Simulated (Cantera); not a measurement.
What does this Cantera script print?

```python
import numpy as np
import cantera as ct

gas_names = """
    C CH CH2 CH3 CH2OH CH3O CH4 CH3OH CN CO CO2 COOH C2 C2H CHCO,ketyl C2H2,acetylene C2H2,vinylidene
    CH2CO,ketene C2H3,vinyl CH3CN CH3CO,acetyl C2H4 C2H4O,ethylen CH3CHO,ethanal CH3COOH (HCOOH)2 C2H5
    C2H6 CH3OCH3 C2H5OH CCN CNC C2N2 C2O C3 C3H3,propargyl C3H4,allene C3H4,propyne C3H4,cyclo-
    C3H5,allyl C3H6,propylene C3H6,cyclo- C3H6O C3H7,n-propyl C3H7,i-propyl C3H8 C3H8O,1propanol
    C3H8O,2propanol C3O2 C4 C4H2 C4H4,1,3-cyclo- C4H6,butadiene C4H6,2-butyne C4H6,cyclo- C4H8,1-butene
    C4H8,cis2-buten C4H8,tr2-butene C4H8,isobutene C4H8,cyclo- (CH3COOH)2 C4H9,n-butyl C4H9,i-butyl
    C4H9,s-butyl C4H9,t-butyl C4H10,isobutane C4H10,n-butane C4N2 C5 C5H6,1,3cyclo- C5H8,cyclo-
    C5H10,1-pentene C5H10,cyclo- C5H11,pentyl C5H11,t-pentyl C5H12,n-pentane C5H12,i-pentane
    CH3C(CH3)2CH3 C6H2 C6H5,phenyl C6H5O,phenoxy C6H6 C6H5OH,phenol C6H10,cyclo- C6H12,1-hexene
    C6H12,cyclo- C6H13,n-hexyl C7H7,benzyl C7H8 C7H8O,cresol C7H14,1-heptene C7H15,n-heptyl
    C7H16,n-heptane C8H8,styrene C8H10,ethylbenz C8H16,1-octene C8H17,n-octyl C8H18,isooctane
    C8H18,n-octane C9H19,n-nonyl C10H8,naphthale C10H21,n-decyl C12H9,o-bipheny C12H10,bipheny H HCN HCO
    HCCN HNC HNCO HNO HNO2 HNO3 HO2 H2 HCHO,formaldehy HCOOH H2O H2O2 N NCO NH NH2 NH3 NH2OH NO NO2 NO3
    N2 N2H2 N2H4 N2O O OH O2 O3
""".split()
cond_names = """
    C(gr) C6H6(L) C7H8(L) C8H18(L),n-octa H2O(s) H2O(L)
""".split()


def load(file, names, dense=False):
    # The tables refer to 1 bar. Condensed volumes are neglected.
    table = {s.name: s for s in ct.Species.list_from_file(file)}
    out = []
    for n in names:
        d = dict(table[n].input_data)
        d["thermo"] = dict(d["thermo"], **{"reference-pressure": 1e5})
        if dense:
            d["equation-of-state"] = {"model": "constant-volume", "density": "1e6 g/cm^3"}
        out.append(ct.Species.from_dict(d))
    return out


gas = ct.Solution(thermo="ideal-gas", species=load("nasa_gas.yaml", gas_names))
cond = {s.name: ct.Solution(thermo="fixed-stoichiometry", species=[s], name=s.name)
        for s in load("nasa_condensed.yaml", cond_names, dense=True)}
atoms = {
    'CO2': {'C': 1, 'O': 2},
    'H2': {'H': 2},
    'N2': {'N': 2},
}
top_T = {'C(gr)': 4500}  # K; cautious upper limits of use, not melting points


def equilibrate(T, P, feed):
    n = {}
    for name, mol in feed.items():
        for a, k in atoms[name].items():
            n[a] = n.get(a, 0.0) + k * mol
    gas.TPX = T, P, n
    mass = sum(n.values()) * gas.mean_molecular_weight
    gas.equilibrate("TP")
    valid = [c for c in cond.values() if c.min_temp <= T <= top_T.get(c.name, c.max_temp)]
    mix = ct.Mixture([(gas, mass / gas.mean_molecular_weight)] + [(c, 0.0) for c in valid])
    mix.T, mix.P = T, P
    mix.equilibrate("TP", solver="vcs", rtol=1e-11, max_steps=5000)
    return mix


results = []
feed = {'CO2': 1, 'H2': 4.7, 'N2': 19}  # mol
P = 21000000  # Pa
for T in [748, 948, 1148, 1348, 1548, 1748, 1948, 2148, 2348, 2548]:
    mix = equilibrate(T, P, feed)
    results.append((T, P, feed, dict(zip(mix.species_names, mix.species_moles))))

top = {s: max(r[3][s] / sum(r[3][g] for g in gas_names) for r in results) for s in gas_names}
cols = sorted((s for s in top if top[s] > 1e-05), key=lambda s: -top[s])[:8]
seen = [c for c in cond_names if any(r[3].get(c, 0) > 1e-12 for r in results)]
print("log10 of partial pressures in bar; condensed amounts in mol")
print(f"{'T/K':>10s}" + "".join(f"{s[:9]:>10s}" for s in cols + seen))
for T, P, feed, n in results:
    ng = sum(n[g] for g in gas_names)
    print(f"{T:10.4g}" + "".join(f"{np.log10(max(n[s] / ng * P / 1e5, 1e-99)):10.3f}" for s in cols)
          + "".join(f"{n.get(c, 0):10.4g}" for c in seen))
```

Result:

```
log10 of partial pressures in bar; condensed amounts in mol
       T/K        N2        H2       H2O       CH4        CO       CO2       NH3         H
       748     2.245     0.737     1.265     0.964    -2.486    -1.163    -0.054   -12.172
       948     2.239     1.063     1.193     0.878    -0.340     0.047    -0.363    -8.749
      1148     2.224     1.345     1.049     0.585     0.542     0.174    -0.480    -6.473
      1348     2.212     1.478     0.922    -0.120     0.835    -0.013    -0.664    -4.897
      1548     2.209     1.502     0.898    -1.102     0.889    -0.161    -0.912    -3.761
      1748     2.208     1.503     0.902    -1.957     0.900    -0.260    -1.127    -2.889
      1948     2.208     1.503     0.906    -2.641     0.905    -0.335    -1.300    -2.195
      2148     2.208     1.502     0.909    -3.192     0.908    -0.394    -1.439    -1.629
      2348     2.208     1.502     0.911    -3.644     0.910    -0.441    -1.554    -1.158
      2548     2.208     1.500     0.912    -4.020     0.912    -0.478    -1.650    -0.759
```

These are equilibrium values from Cantera (NASA tables, ideal gas, pure condensed phases), not measurements of a reactor. The ideal-gas law is rough above about 30 bar.
